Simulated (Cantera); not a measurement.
What does this Cantera script print?

```python
import numpy as np
import cantera as ct

gas = ct.Solution("gri30.yaml")
gas.TPX = 1250, 250, {'H2': 0.026, 'O2': 1}
inlet = ct.Reservoir(gas, clone=True)

reactor = ct.IdealGasConstPressureReactor(gas, energy="off", clone=False)
exhaust = ct.Reservoir(gas, clone=True)
tau = [3.3, 1.1, 0.38, 0.13, 0.044, 0.015, 0.0051][0]
for a, b in ((inlet, reactor), (reactor, exhaust)):
    ct.MassFlowController(a, b, mdot=lambda t: reactor.mass / tau)
net = ct.ReactorNet([reactor])
show = ['H2', 'O2', 'OH', 'H', 'H2O2', 'HO2', 'H2O']

rows = []
print(f"{'tau/s':>10s}{'T/K':>9s}" + "".join(f"{s:>11s}" for s in show))
for tau in [3.3, 1.1, 0.38, 0.13, 0.044, 0.015, 0.0051]:
    net.initial_time = 0.0
    net.advance(30 * tau)
    before = gas.X
    net.advance(40 * tau)
    drift = np.max(np.abs(gas.X - before) / (gas.X + 1e-9))
    rows.append([gas.T, *gas[show].X, drift])
    print(f"{tau:10.3e}{gas.T:9.1f}" + "".join(f"{x:11.3e}" for x in gas[show].X))
```

Result:

```
     tau/s      T/K         H2         O2         OH          H       H2O2        HO2        H2O
 3.300e+00   1250.0  1.584e-04  9.630e-01  1.626e-03  8.357e-04  7.799e-09  2.522e-07  2.412e-02
 1.100e+00   1250.0  2.489e-04  9.583e-01  1.950e-03  1.440e-03  8.293e-09  2.917e-07  2.349e-02
 3.800e-01   1250.0  3.847e-04  9.550e-01  2.200e-03  1.957e-03  8.882e-09  3.177e-07  2.292e-02
 1.300e-01   1250.0  6.842e-04  9.537e-01  2.473e-03  2.348e-03  1.023e-08  3.412e-07  2.226e-02
 4.400e-02   1250.0  1.468e-03  9.540e-01  2.914e-03  2.716e-03  1.331e-08  3.716e-07  2.107e-02
 1.500e-02   1250.0  3.456e-03  9.560e-01  3.538e-03  2.993e-03  1.864e-08  4.025e-07  1.862e-02
 5.100e-03   1250.0  8.234e-03  9.603e-01  3.900e-03  2.695e-03  2.311e-08  4.056e-07  1.381e-02
```

Detailed kinetics in Cantera: GRI-Mech 3.0 (53 species, 325 reactions). Radical loss at walls, strong at low pressure, is not modelled.
